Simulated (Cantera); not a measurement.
What does this Cantera script print?

```python
import numpy as np
import cantera as ct

gas_names = """
    C CO CO2 C2 C2O C3 C3O2 C4 C5 Fe FeC5O5 FeO O O2 O3
""".split()
cond_names = """
    C(gr) Fe(a) Fe(c) Fe(d) Fe(L) FeC5O5(L) FeO(s) FeO(L) Fe2O3(s) Fe3O4(s)
""".split()


# ... load() reads the species with a 1 bar reference pressure and builds the phases ...
atoms = {
    'Fe3O4': {'Fe': 3, 'O': 4},
    'C': {'C': 1},
    'CO': {'C': 1, 'O': 1},
}
top_T = {'C(gr)': 4500, 'Fe2O3(s)': 1830, 'Fe3O4(s)': 1870}  # K; cautious upper limits of use, not melting points


# ... equilibrate(T, P, feed) seeds the gas with the atoms and calls Mixture.equilibrate('TP', solver="vcs", rtol=1e-11, max_steps=5000) ...
results = []
feed = {'Fe3O4': 1, 'C': 4.7, 'CO': 0.026}  # mol
T = 2148  # K
for P in [10, 100, 1000, 10000, 100000, 1000000]:
    mix = equilibrate(T, P, feed)
    results.append((T, P, feed, dict(zip(mix.species_names, mix.species_moles))))

top = {s: max(r[3][s] / sum(r[3][g] for g in gas_names) for r in results) for s in gas_names}
cols = sorted((s for s in top if top[s] > 1e-06), key=lambda s: -top[s])[:7]
seen = [c for c in cond_names if any(r[3].get(c, 0) > 1e-12 for r in results)]
print("log10 of partial pressures in bar; condensed amounts in mol")
print(f"{'P/Pa':>10s}" + "".join(f"{s[:9]:>10s}" for s in cols + seen))
for T, P, feed, n in results:
    ng = sum(n[g] for g in gas_names)
    print(f"{P:10.4g}" + "".join(f"{np.log10(max(n[s] / ng * P / 1e5, 1e-99)):10.3f}" for s in cols)
          + "".join(f"{n.get(c, 0):10.4g}" for c in seen))
```

It prints:

```
log10 of partial pressures in bar; condensed amounts in mol
      P/Pa        CO        Fe       CO2        C3         C     C(gr)     Fe(L)
        10    -4.242    -4.370   -13.360    -9.086    -9.228    0.6998         0
       100    -3.242    -3.370   -11.360    -9.086    -9.228       0.7         0
      1000    -2.081    -2.769    -9.039    -9.086    -9.228       0.7     2.174
     1e+04    -1.007    -2.769    -6.892    -9.086    -9.228       0.7      2.93
     1e+05    -0.001    -2.769    -4.878    -9.086    -9.228    0.7001     2.993
     1e+06     1.000    -2.769    -2.877    -9.086    -9.228    0.7005     2.999
```

Cantera equilibrium calculation (NASA polynomials, part measured and part estimated; ideal gas, pure solids and liquids). Iron dissolves carbon and melts from about 1420 K in contact with it, which pure phases cannot show. Condensed phases not in the tables: cementite and carbon dissolved in iron.
